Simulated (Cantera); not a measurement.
An isothermal, constant-pressure homogeneous reactor starts with H2 : O2 : N2 = 0.065 : 1 : 0.12 (molar parts), equivalence ratio 0.033, at 1400 K and 1330 Pa.

Computed with Cantera and the H2/O2 subset of GRI-Mech 3.0, which has no nitrogen chemistry. Radical loss at walls, strong at low pressure, is not modelled. The temperature is held fixed by assumption; the heat of reaction is taken as removed at once.

x: mole fraction; the columns are a selection and need not sum to one.

```json
[
 {"t (s)": "5.00e-6", "x H2": "0.0549", "x O2": "0.844", "x H2O2": "<1e-12", "x O": "5.42e-10", "x OH": "5.37e-10", "x HO2": "?", "x H2O": "2.04e-11"},
 {"t (s)": "2.73e-5", "x H2": "0.0549", "x O2": "0.844", "x H2O2": "8.13e-12", "x O": "1.22e-8", "x OH": "1.16e-8", "x HO2": "?", "x H2O": "2.58e-9"},
 {"t (s)": "0.000150", "x H2": "0.0549", "x O2": "0.844", "x H2O2": "2.34e-10", "x O": "2.73e-7", "x OH": "2.30e-7", "x HO2": "?", "x H2O": "2.59e-7"},
 {"t (s)": "0.000818", "x H2": "0.0522", "x O2": "0.842", "x H2O2": "7.15e-9", "x O": "0.00128", "x OH": "0.00102", "x HO2": "?", "x H2O": "0.00188"},
 {"t (s)": "0.00447", "x H2": "0.00107", "x O2": "0.800", "x H2O2": "5.62e-8", "x O": "0.0375", "x OH": "0.00623", "x HO2": "1.94e-6", "x H2O": "0.0472"},
 {"t (s)": "0.0245", "x H2": "0.000851", "x O2": "0.808", "x H2O2": "5.43e-8", "x O": "0.0291", "x OH": "0.00559", "x HO2": "1.82e-6", "x H2O": "0.0492"},
 {"t (s)": "0.134", "x H2": "0.000300", "x O2": "0.829", "x H2O2": "4.01e-8", "x O": "0.00966", "x OH": "0.00336", "x HO2": "?", "x H2O": "0.0536"},
 {"t (s)": "0.731", "x H2": "2.47e-5", "x O2": "0.838", "x H2O2": "1.24e-8", "x O": "0.000773", "x OH": "0.000971", "x HO2": "?", "x H2O": "0.0558"},
 {"t (s)": "4.00", "x H2": "1.55e-6", "x O2": "0.839", "x H2O2": "2.15e-9", "x O": "4.82e-5", "x OH": "0.000243", "x HO2": "?", "x H2O": "0.0563"}
]
```

Fill in the missing entries.


- 5.00e-6, x HO2: 5.41e-9
- 2.73e-5, x HO2: 2.96e-8
- 0.000150, x HO2: 1.62e-7
- 0.000818, x HO2: 1.31e-6
- 0.134, x HO2: 1.21e-6
- 0.731, x HO2: 2.57e-7
- 4.00, x HO2: 4.93e-8
